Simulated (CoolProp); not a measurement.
Hydrogen chloride along the isobar 0.712 MPa: fugacity coefficient from the reference equation and from simpler models built on Tc = 324.7 K, pc = 8.314 MPa, ω = 0.130; each cubic takes its own stable root.

Values from CoolProp's reference Helmholtz-energy equation of state, Thol 2018.

```tsv
T (K)	phase	reference
262.6	gas	0.9373
276.2	gas	0.9469
289.8	gas	0.9545
303.4	gas	0.9607
317	gas	0.9657
330.6	gas	0.9699
344.2	gas	0.9734
357.8	gas	0.9764
371.4	gas	0.9790
385	gas	0.9812
398.6	gas	0.9831
```

Task: How far does each simpler model (Soave-Redlich-Kwong, Peng-Robinson) lie from the reference over these 11 states: mean and median of the absolute difference, and the worst?

Result: 
- Soave-Redlich-Kwong: mean 0.4 %, median 0.3 %, worst +0.9 % at 262.6 K and 0.712 MPa
- Peng-Robinson: mean 0.1 %, median 0.1 %, worst +0.5 % at 262.6 K and 0.712 MPa
